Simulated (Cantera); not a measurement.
A closed system holds: 1 mol PbO, 0.26 mol H2, 16 mol N2, 0.15 mol CO, held at 1248.15 K and 73.0 Pa.

Method: chemical equilibrium by Gibbs-energy minimisation in Cantera with the NASA 1993 tables (ideal gas, pure condensed phases). Rates play no part.

| species | before | after |
|---|---|---|
| N2 | 0.918 | 0.971 |
| H2O | 0.0149 | 0.0158 |
| CO2 | 0.00861 | 0.00911 |
| PbO | 0.0320 | 2.79e-5 |
| Pb | 0.0253 | 0.00366 |
| O2 | 0.000899 | <1e-9 |
| NO | 1.97e-5 | <1e-9 |
| Pb(l), mol | 0 | 0.350 |
| PbO(yellow), mol | 0 | 0.590 |
Gas species are given as mole fractions.

Name the change that produced these shifts.
A. temperature from 1248.15 K to 1348.15 K
B. temperature from 1248.15 K to 925 K
C. temperature from 1248.15 K to 1048.15 K
D. temperature from 1248.15 K to 1050 K

B, temperature from 1248.15 K to 925 K
